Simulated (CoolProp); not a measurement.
Vapour-liquid equilibrium of toluene (1) + n-dodecane (2) at 256.55 °C; x and y are mole fractions of (1).

Computed with CoolProp (multi-fluid Helmholtz-energy mixture model, Lemmon 2006 and Lemmon 2004; pair parameters Bell 2016).

Question: Give the bubble pressure and the first vapour's composition at x = 0.05, 0.15, 0.65. Is there an azeotrope?

Answer: x = 0.05: 2.896 bar, y = 0.184; x = 0.15: 3.986 bar, y = 0.444; x = 0.65: 11.42 bar, y = 0.896. No azeotrope shows between x = 0.05 and 0.95.

Pair parameters are fitted to limited data, so mixtures are less certain than the pure fluids.
